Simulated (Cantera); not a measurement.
# Low-pressure radical oxidation in H2/O2

An isothermal, constant-pressure homogeneous reactor starts with H2 : O2 = 0.0065 : 1 (molar parts), at 1175 K and 0.00158 atm.

Cantera simulation using the H2/O2 subset of GRI-Mech 3.0, which has no nitrogen chemistry; the numbers are that mechanism's predictions, not measurements. Radical loss at walls, strong at low pressure, is not modelled.

| t (s) | x H2 | x O2 | x HO2 | x OH | x H2O | x H | x O |
|---|---|---|---|---|---|---|---|
| 0.000200 | 0.00646 | 0.994 | 8.73e-11 | 1.87e-11 | <1e-12 | 6.87e-11 | 1.89e-11 |
| 0.000436 | 0.00646 | 0.994 | 1.90e-10 | 7.41e-11 | 2.67e-12 | 1.17e-10 | 7.55e-11 |
| 0.000950 | 0.00646 | 0.994 | 4.14e-10 | 2.54e-10 | 2.13e-11 | 1.71e-10 | 2.64e-10 |
| 0.00207 | 0.00646 | 0.994 | 9.03e-10 | 7.43e-10 | 1.46e-10 | 2.34e-10 | 8.15e-10 |
| 0.00451 | 0.00646 | 0.994 | 1.97e-9 | 2.09e-9 | 9.13e-10 | 3.83e-10 | 2.50e-9 |
| 0.00983 | 0.00646 | 0.994 | 4.29e-9 | 7.04e-9 | 6.07e-9 | 9.42e-10 | 9.41e-9 |
| 0.0214 | 0.00646 | 0.994 | 9.36e-9 | 4.59e-8 | 6.23e-8 | 5.37e-9 | 6.62e-8 |
| 0.0467 | 0.00645 | 0.994 | 2.13e-8 | 1.80e-6 | 2.82e-6 | 2.05e-7 | 2.64e-6 |
| 0.102 | 0.00306 | 0.990 | 1.50e-7 | 0.00109 | 0.00273 | 0.000263 | 0.00246 |
| 0.222 | 2.08e-5 | 0.987 | 8.45e-8 | 0.000498 | 0.00608 | 0.000215 | 0.00580 |
| 0.483 | 1.82e-5 | 0.987 | 8.23e-8 | 0.000483 | 0.00610 | 0.000205 | 0.00572 |
| 1.05 | 1.76e-5 | 0.988 | 8.11e-8 | 0.000475 | 0.00611 | 0.000195 | 0.00552 |
| 2.29 | 1.64e-5 | 0.988 | 7.84e-8 | 0.000458 | 0.00613 | 0.000175 | 0.00513 |
| 5.00 | 1.41e-5 | 0.989 | 7.30e-8 | 0.000426 | 0.00617 | 0.000139 | 0.00440 |
x: mole fraction; the columns are a selection and need not sum to one.

Equilibrium at this temperature and pressure: H2 1.22e-9, O2 0.994, HO2 1.65e-9, OH 3.98e-6, H2O 0.00648, H 1.08e-10, O 3.66e-7 (gas phase only).
